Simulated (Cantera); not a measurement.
## Ignition delay

Mixture: 10.7 % CH4, 3.95 % CO, 17.9 % O2, 67.4 % N2, at 200000 Pa, adiabatic and at constant volume. Ignition delay is the time to a rise of 400 K.

Computed with Cantera and GRI-Mech 3.0 (53 species, 325 reactions).

```
T0 (K)  delay (ms)
------  ----------
1150          77.6
1225          24.8
1300          8.70
1375          3.30
1450          1.35
```

```json
{
  "apparent activation energy between 1300 and 1450 K": "190 kJ/mol"
}
```
